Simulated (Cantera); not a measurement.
What does this Cantera script print?

```python
import numpy as np
import cantera as ct

gas = ct.Solution("gri30.yaml")
gas.TPX = 1800, 13332, {'CH4': 0.016, 'H2': 1}
reactor = ct.IdealGasConstPressureReactor(gas, energy="off", clone=False)
net = ct.ReactorNet([reactor])
net.rtol, net.atol = 1e-08, 1e-18
show = ['CH4', 'H2', 'C2H', 'C2H2', 'CH3', 'H']
times = np.geomspace(1e-06, 3, 9)

steps = ct.SolutionArray(gas, extra=["t"])
rows = []
print(f"{'t/s':>10s}{'T/K':>9s}{'P/Pa':>11s}" + "".join(f"{s:>11s}" for s in show))
for t in times:
    while net.time < t:
        t_next = net.step()
        steps.append(gas.state, t=t_next)
    rows.append([np.interp(t, steps.t, y) for y in (steps.T, steps.P, *steps(*show).X.T)])
    print(f"{t:10.3e}{rows[-1][0]:9.1f}{rows[-1][1]:11.4g}" + "".join(f"{x:11.3e}" for x in rows[-1][2:]))
rate = np.gradient(steps.T, steps.t)
print("integrator steps:", len(steps.t))
if steps.T.max() > steps.T[0] + 200:
    print(f"time of steepest temperature rise: {steps.t[rate.argmax()]:.4e} s")
gas.TPX = 1800, 13332, {'CH4': 0.016, 'H2': 1}
gas.equilibrate("TP")
print(f"equilibrium (TP): T = {gas.T:.1f} K  " + "  ".join(f"{s} {gas[s].X[0]:.3e}" for s in show))
```

Result:

```
       t/s      T/K       P/Pa        CH4         H2        C2H       C2H2        CH3          H
 1.000e-06   1800.0  1.333e+04  1.575e-02  9.843e-01  8.437e-29  5.819e-20  1.558e-07  1.839e-07
 6.451e-06   1800.0  1.333e+04  1.575e-02  9.843e-01  2.332e-24  1.872e-16  7.575e-07  1.434e-06
 4.162e-05   1800.0  1.333e+04  1.574e-02  9.842e-01  2.963e-20  3.202e-13  3.695e-06  1.044e-05
 2.685e-04   1800.0  1.333e+04  1.572e-02  9.842e-01  4.063e-16  6.664e-10  2.240e-05  6.856e-05
 1.732e-03   1800.0  1.333e+04  1.560e-02  9.838e-01  8.156e-12  2.211e-06  1.327e-04  4.148e-04
 1.117e-02   1800.0  1.333e+04  1.467e-02  9.837e-01  3.048e-09  3.681e-04  2.794e-04  9.313e-04
 7.208e-02   1800.0  1.333e+04  1.043e-02  9.859e-01  2.098e-08  2.494e-03  2.020e-04  9.482e-04
 4.650e-01   1800.0  1.333e+04  3.594e-03  9.894e-01  5.088e-08  5.924e-03  7.109e-05  9.716e-04
 3.000e+00   1800.0  1.333e+04  8.612e-04  9.908e-01  6.324e-08  7.293e-03  1.720e-05  9.823e-04
integrator steps: 683
equilibrium (TP): T = 1800.0 K  CH4 6.526e-04  H2 9.909e-01  C2H 6.420e-08  C2H2 7.398e-03  CH3 1.305e-05  H 9.832e-04
```

Model: GRI-Mech 3.0 (53 species, 325 reactions), integrated in Cantera. GRI-Mech 3.0 stops at C3 and has no aromatics, soot or wall deposition, so with more carbon than oxygen in the feed, carbon stays in small species such as C2H2 where larger ones or solid carbon would form.
